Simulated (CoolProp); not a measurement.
A single-stage vapour-compression cycle with R507A: evaporating at 215.15 K (dew point), condensing at 279.15 K (bubble point), superheat 8 K, subcooling 8 K, compressor efficiency 0.85, no pressure losses. Each further row changes one setting.

The numbers come from the reference Helmholtz-energy equation of state, Lemmon 2003 in CoolProp. It is a pseudo-pure fit of the blend.

```json
[
 {"case": "as stated", "cooling COP": "2.22", "pressure ratio": "13.2", "discharge temperature (K)": "311.3", "refrigerating effect (kJ/kg)": "138", "volumetric capacity (kJ/m³)": "430"},
 {"case": "evaporating temperature 220.15 K", "cooling COP": "2.53", "pressure ratio": "10.1", "discharge temperature (K)": "?", "refrigerating effect (kJ/kg)": "141", "volumetric capacity (kJ/m³)": "?"},
 {"case": "condensing temperature 274.15 K", "cooling COP": "2.49", "pressure ratio": "?", "discharge temperature (K)": "305.5", "refrigerating effect (kJ/kg)": "145", "volumetric capacity (kJ/m³)": "452"},
 {"case": "subcooling 13 K", "cooling COP": "2.33", "pressure ratio": "13.2", "discharge temperature (K)": "311.3", "refrigerating effect (kJ/kg)": "145", "volumetric capacity (kJ/m³)": "452"},
 {"case": "superheat 18 K", "cooling COP": "2.23", "pressure ratio": "13.2", "discharge temperature (K)": "322.1", "refrigerating effect (kJ/kg)": "145", "volumetric capacity (kJ/m³)": "433"},
 {"case": "compressor efficiency 0.75", "cooling COP": "?", "pressure ratio": "13.2", "discharge temperature (K)": "?", "refrigerating effect (kJ/kg)": "138", "volumetric capacity (kJ/m³)": "430"}
]
```

Complete the blanks.


- evaporating temperature 220.15 K, discharge temperature (K): 308.1
- evaporating temperature 220.15 K, volumetric capacity (kJ/m³): 564
- condensing temperature 274.15 K, pressure ratio: 11.3
- compressor efficiency 0.75, cooling COP: 1.96
- compressor efficiency 0.75, discharge temperature (K): 319.7
